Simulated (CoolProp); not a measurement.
Aqueous ammonia as a coolant, at 5 °C, 1 atm.

Model: Melinder's fits for secondary coolants, in CoolProp.

```tsv
mass %	freezing point (°C)	viscosity (mPa s)	Prandtl number	conductivity (W/(m K))	cp (kJ/(kg K))
2.2	-2.5	1.61	12.2	0.554	4.204
6.2	-7.7	1.65	[?]	0.528	4.206
10.1	-13.8	1.70	[?]	0.505	4.211
14.1	-21.3	1.80	15.8	0.482	[?]
18	[?]	1.90	17.4	0.462	4.222
22	-43.2	1.94	18.4	0.445	4.229
25.9	-59.8	1.91	18.7	0.433	4.238
```

Q: Some entries are withheld; supply them.

A: 
- 6.2, Prandtl number: 13.1
- 10.1, Prandtl number: 14.2
- 14.1, cp (kJ/(kg K)): 4.216
- 18, freezing point (°C): -30.6
